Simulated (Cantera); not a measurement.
An adiabatic, constant-pressure homogeneous reactor starts with CO : H2 : CH4 : O2 : N2 = 2.3 : 0.17 : 0.052 : 1.09 : 4.11 (molar parts), equivalence ratio 1.2, at 1050 K and 0.563 atm.

Detailed kinetics in Cantera: GRI-Mech 3.0 (53 species, 325 reactions).

Task: Predict: time of steepest temperature rise; temperature at 3.00 s; equilibrium temperature; x(CO) at 3.00 s; x(H2) at 3.00 s.

Result: 
```json
{
  "time_of_steepest_temperature_rise": "0.613 ms",
  "temperature at 3.00 s": "2620 K",
  "equilibrium_temperature": "2620 K",
  "x(CO) at 3.00 s": "0.127 (gas-phase equilibrium 0.127)",
  "x(H2) at 3.00 s": "0.00290 (gas-phase equilibrium 0.00290)"
}
```
